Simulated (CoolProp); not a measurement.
A Linde-Hampson liquefier for ethane: isothermal reversible compression at 320 K from 1 atm to 20 MPa, throttling to 1 atm, return gas leaving the recuperator 10 K below the feed. Each further row changes one setting.

Model: reference Helmholtz-energy equation of state, Bücker 2006, in CoolProp.

```
case                        liquid yield per pass  compression work (kJ/kg of gas)
--------------------------  ---------------------  -------------------------------
as stated                                   0.451                              366
high pressure 40 MPa                        0.446                              414
warm-end temperature 350 K                  0.364                              429
warm-end gap 15 K                           0.444                              366
```
